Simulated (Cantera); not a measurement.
Charge: 1 mol B2O3, 21 mol Cl2, 6.8 mol H2, equilibrated at 1.43 Torr.

Method: chemical equilibrium by Gibbs-energy minimisation in Cantera with the NASA 1993 tables (ideal gas, pure condensed phases). Candidate condensed phases: B, B2O3, B3O3H3, H2O; 33 gas species. The tables' values for BOCl are old estimates; treat these amounts as uncertain. Rates play no part. All values below are at 1375 K.

Base state: HCl 0.416, Cl2 0.289, Cl 0.288, BOCl 0.00364, O2 0.00133, HBO2 0.00112, BCl3 0.000740, B2O3 0.000692 (mole fractions); condensed: B2O3(l).

Task: What changes in the equilibrium state with this change: Cl2 from 21 to 9.1 mol?

Result: 
| species | before | after |
|---|---|---|
| HCl | 0.416 | 0.790 |
| Cl | 0.288 | 0.137 |
| Cl2 | 0.289 | 0.0653 |
| BOCl | 0.00364 | 0.00279 |
| O2 | 0.00133 | 0.000195 |
| H2O | 4.59e-5 | 0.000281 |
| ClO | 1.34e-5 | 2.44e-6 |
| HBO2 | 0.00112 | 0.00277 |
| B3O3Cl3 | 0.000239 | 0.000108 |
| B2O3(l), mol | 0.876 | 0.935 |
